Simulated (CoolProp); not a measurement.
Vapour-liquid equilibrium of carbon dioxide (1) + R227EA (2) at 0.832 MPa; x and y are mole fractions of (1).

Values from CoolProp's multi-fluid Helmholtz-energy mixture model, Span 1996 and Lemmon 2016; pair parameters Bell 2016.

```json
[
 {"x": "0.05", "bubble temperature (°C)": "34.8", "y at the bubble point": "0.262", "dew temperature at overall composition x (°C)": "44.2", "liquid density (mol/L)": "8.159"},
 {"x": "0.15", "bubble temperature (°C)": "14.2", "y at the bubble point": "0.621", "dew temperature at overall composition x (°C)": "39.9", "liquid density (mol/L)": "9.309"},
 {"x": "0.25", "bubble temperature (°C)": "-1.2", "y at the bubble point": "0.797", "dew temperature at overall composition x (°C)": "35.4", "liquid density (mol/L)": "10.46"},
 {"x": "0.35", "bubble temperature (°C)": "-12.4", "y at the bubble point": "0.882", "dew temperature at overall composition x (°C)": "30.5", "liquid density (mol/L)": "11.66"},
 {"x": "0.45", "bubble temperature (°C)": "-20.7", "y at the bubble point": "0.927", "dew temperature at overall composition x (°C)": "25.1", "liquid density (mol/L)": "12.96"},
 {"x": "0.55", "bubble temperature (°C)": "-27.0", "y at the bubble point": "0.954", "dew temperature at overall composition x (°C)": "19.1", "liquid density (mol/L)": "14.44"},
 {"x": "0.65", "bubble temperature (°C)": "-32.1", "y at the bubble point": "0.971", "dew temperature at overall composition x (°C)": "12.1", "liquid density (mol/L)": "16.15"},
 {"x": "0.75", "bubble temperature (°C)": "-36.5", "y at the bubble point": "0.983", "dew temperature at overall composition x (°C)": "3.6", "liquid density (mol/L)": "18.21"},
 {"x": "0.85", "bubble temperature (°C)": "-40.2", "y at the bubble point": "0.991", "dew temperature at overall composition x (°C)": "-7.7", "liquid density (mol/L)": "20.72"},
 {"x": "0.95", "bubble temperature (°C)": "-43.5", "y at the bubble point": "0.998", "dew temperature at overall composition x (°C)": "-26.0", "liquid density (mol/L)": "23.89"}
]
```

No azeotrope shows between x = 0.05 and 0.95.

The pair parameters rest on a limited set of measurements; away from them the model extrapolates.
